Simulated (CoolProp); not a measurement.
A closed Brayton cycle with carbon dioxide: compressor inlet 323.15 K and 7.9 MPa, high pressure 20.3 MPa, turbine inlet 695 K, compressor efficiency 0.89, turbine efficiency 0.85, recuperator effectiveness 0.8 (on enthalpy, no pinch check). Each further row changes one setting.

Model: reference Helmholtz-energy equation of state, Span 1996, in CoolProp.

```csv
case,thermal efficiency (%),net work (kJ/kg),compressor to turbine work,compressor exit (K),turbine exit (K)
as stated,[?],49.9,0.48,401.7,597.9
turbine inlet 645 K,[?],[?],0.53,401.7,551.3
compressor inlet 333.15 K,[?],[?],[?],416.8,597.9
high pressure 17.3 MPa,22.3,[?],[?],388.1,614.1
recuperator effectiveness 0.5,17.8,49.9,0.48,401.7,597.9
```

Question: Complete the blanks.

Answer: 
- as stated, thermal efficiency (%): 23.4
- turbine inlet 645 K, thermal efficiency (%): 21.3
- turbine inlet 645 K, net work (kJ/kg): 41.3
- compressor inlet 333.15 K, thermal efficiency (%): 22.0
- compressor inlet 333.15 K, net work (kJ/kg): 44.2
- compressor inlet 333.15 K, compressor to turbine work: 0.54
- high pressure 17.3 MPa, net work (kJ/kg): 44.0
- high pressure 17.3 MPa, compressor to turbine work: 0.46
